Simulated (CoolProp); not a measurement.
Vapour-liquid equilibrium of R22 (1) + R115 (2) at 0.204 MPa; x and y are mole fractions of (1).

Computed with CoolProp (multi-fluid Helmholtz-energy mixture model, Kamei 1995 and Lemmon 2016; pair parameters Bell 2016).

| x | bubble temperature, mixture model (K) | bubble temperature, Raoult's law (K) | y, mixture model | y, Raoult's law |
|---|---|---|---|---|
| 0.05 | 248.7 | 250.8 | 0.119 | 0.055 |
| 0.2 | 245.6 | 250.4 | ? | 0.216 |
| 0.35 | 244.6 | 250.0 | 0.405 | 0.372 |
| 0.5 | ? | 249.6 | 0.492 | 0.524 |
| 0.65 | 244.7 | 249.3 | 0.594 | 0.671 |
| 0.8 | 245.8 | 248.9 | 0.732 | 0.815 |
| 0.95 | ? | 248.6 | 0.923 | 0.954 |

Question: Some entries are withheld; supply them.

Answer: 
- 0.2, y, mixture model: 0.305
- 0.5, bubble temperature, mixture model (K): 244.3
- 0.95, bubble temperature, mixture model (K): 247.7

The largest gap from Raoult's law is -5.4 K in bubble temperature, at x = 0.35. y crosses x between x = 0.35 and 0.5: the model has an azeotrope there.

The pair parameters rest on a limited set of measurements; away from them the model extrapolates.
